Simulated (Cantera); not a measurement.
Input: 1 mol Al, 14 mol O2, 610 mol H2, 0.87 mol N2, equilibrated at 1648.15 K and 133 Pa.

Cantera equilibrium calculation (NASA polynomials, part measured and part estimated; ideal gas, pure solids and liquids). Candidate condensed phases: Al, AlN, Al2O3, H2O; 35 gas species. The numbers say what is thermodynamically allowed, not how fast it happens.

Base state: H2 0.953, H2O 0.0433, H 0.00238, N2 0.00142 (mole fractions); condensed: Al2O3(s).

**Question.** What changes in the equilibrium state with this change: H2 from 610 to 16 mol?

**Answer.** 
| species | before | after |
|---|---|---|
| H2O | 0.0433 | 0.720 |
| O2 | <1e-9 | 0.236 |
| N2 | 0.00142 | 0.0390 |
| H2 | 0.953 | 0.000467 |
| NO | 3.14e-9 | 0.000558 |
| O | 9.95e-9 | 0.000337 |
| Al2O3(s), mol | 0.500 | 0.500 |
